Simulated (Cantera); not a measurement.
A perfectly stirred reactor is fed with 26.3 % CH4, 73.7 % H2O, at 1.01 bar; it is held at 1625 K, and followed from long to short residence time.

Model: GRI-Mech 3.0 (53 species, 325 reactions), integrated in Cantera.

Task: Predict: x(CH4) at τ = 6.20 s; x(H2O) at τ = 6.20 s; x(CH2O) at τ = 6.20 s; x(H2) at τ = 6.20 s; x(CO) at τ = 6.20 s; x(CH4) at τ = 44.0 ms; x(H2O) at τ = 44.0 ms; x(CH2O) at τ = 44.0 ms; x(H2) at τ = 44.0 ms; x(CO) at τ = 44.0 ms.

Result: 
```
Property                 Result
----------------------  -------
x(CH4) at τ = 6.20 s     0.0230
x(H2O) at τ = 6.20 s      0.356
x(CH2O) at τ = 6.20 s   3.43e-7
x(H2) at τ = 6.20 s       0.472
x(CO) at τ = 6.20 s       0.109
x(CH4) at τ = 44.0 ms     0.135
x(H2O) at τ = 44.0 ms     0.647
x(CH2O) at τ = 44.0 ms  8.75e-6
x(H2) at τ = 44.0 ms      0.163
x(CO) at τ = 44.0 ms    0.00669
```
